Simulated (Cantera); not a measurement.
An adiabatic, constant-volume homogeneous reactor starts with 11.6 % CH₄, 17.9 % O₂, 67.3 % N₂, 3.14 % H₂O, equivalence ratio 1.3, at 1525 K and 3830 Torr.

Model: GRI-Mech 3.0 (53 species, 325 reactions), integrated in Cantera. Above 3000 K some thermodynamic fits are extrapolated.

One state of this run: T (K) = 1653; P (bar) = 5.56; x CH₄ = 0.0936; x O₂ = 0.162; x CO₂ = 0.000234; x N₂O = 4.42e-8; x OH = 2.46e-5; x C₂H₂ = 4.55e-5. x: mole fraction; the columns are a selection and need not sum to one.

Question: Which value of t (s) does it belong to?
A) 0.00717
B) 0.000271
C) 0.189
D) 0.973

Answer: B, 0.000271
